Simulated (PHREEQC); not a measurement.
PHREEQC input (ion-association model, phreeqc.dat):

```
SOLUTION 0
  temp 15
  units mmol/kgw
  pH 7 charge
  Cl 8.51
  Zn 2.5
  Li 3.5
  O(0) 1 O2(g) -0.68
SOLUTION 1-40
  temp 15
  units mmol/kgw
  pH 7 charge
  Cl 85.21
  Mg 2.2
  Sr 39
  Zn 1.4
  O(0) 1 O2(g) -0.68
END
EXCHANGE 1-40
  X 0.015
  -equilibrate 1
END
SELECTED_OUTPUT 1
  -reset false
  -pH true
  -pe true
  -ionic_strength true
  -water true
  -step true
  -totals Cl Li Mg Sr Zn
  -molalities ZnX2 SrX2 MgX2 LiX
  -saturation_indices Zn(OH)2(e)
PRINT
  -reset false
TRANSPORT
  -cells 40
  -shifts 240
  -lengths 0.0025
  -time_step 720
  -dispersivities 0.0035
  -boundary_conditions flux flux
  -correct_disp true
  -punch_cells 40
  -punch_frequency 8
END
```

Selected output (columns that matter, 15 of 31 rows; pore volumes added in front):

```
pore volumes	pH	mu	Cl	Li	Mg	Sr	Zn	m_ZnX2	m_SrX2	m_MgX2	m_LiX	si_Zn(OH)2(e)
0	5.0808	0.12766	0.08521	0	0.0022	0.039	0.0014	0.00020294	0.0071059	0.00019117	0	-4.6696
0.4125	5.0808	0.12762	0.085179	1.0327e-06	0.0021992	0.038985	0.0013996	0.00020296	0.0071059	0.00019117	2.2704e-08	-4.6697
0.8125	5.0766	0.097652	0.065427	0.00076451	0.0016562	0.029508	0.0011627	0.0002238	0.0070771	0.00018944	1.928e-05	-4.7168
1.2125	5.0583	0.033982	0.023497	0.0024752	0.00051685	0.0094826	0.00050655	0.0003052	0.0069593	0.00018091	0.0001092	-4.9726
1.8125	5.041	0.012042	0.0091431	0.0033272	0.00012263	0.0025652	0.00021518	0.00046908	0.0067384	0.00015364	0.00027769	-5.2765
2.2125	5.0396	0.011106	0.0085647	0.0034617	8.4374e-05	0.0021758	0.00028629	0.00071159	0.0065137	0.00012046	0.00030843	-5.1488
2.6125	5.039	0.011013	0.0085142	0.0034884	5.5813e-05	0.0019892	0.00046282	0.0011757	0.0060858	8.1435e-05	0.00031421	-4.9407
3.0125	5.0384	0.011	0.0085103	0.0034928	3.3145e-05	0.0017515	0.00071907	0.0018539	0.0054386	4.9082e-05	0.00031694	-4.7506
3.4125	5.0376	0.010993	0.00851	0.0034942	1.8181e-05	0.0014726	0.0010122	0.0026571	0.0046556	2.7414e-05	0.00031993	-4.6035
3.8125	5.0369	0.010987	0.00851	0.0034952	9.4625e-06	0.0011905	0.0013025	0.0034863	0.0038376	1.4548e-05	0.00032316	-4.4954
4.2125	5.0363	0.010982	0.00851	0.0034962	4.7498e-06	0.00093203	0.0015651	0.0042682	0.0030612	7.4401e-06	0.00032629	-4.4169
4.8125	5.0355	0.010975	0.00851	0.0034975	1.6091e-06	0.0006145	0.0018851	0.0052652	0.0020671	2.5815e-06	0.00033033	-4.3376
5.2125	5.0351	0.010972	0.00851	0.0034982	7.6248e-07	0.00045248	0.0020477	0.0057913	0.0015412	1.2386e-06	0.00033246	-4.3025
5.6125	5.0347	0.010969	0.00851	0.0034987	3.553e-07	0.00032653	0.0021738	0.0062091	0.0011233	5.8292e-07	0.00033416	-4.2772
6.0125	5.0345	0.010967	0.00851	0.0034991	1.6316e-07	0.00023134	0.002269	0.0065301	0.00080186	2.6972e-07	0.00033546	-4.259
```

Species that the database lacks are ignored.
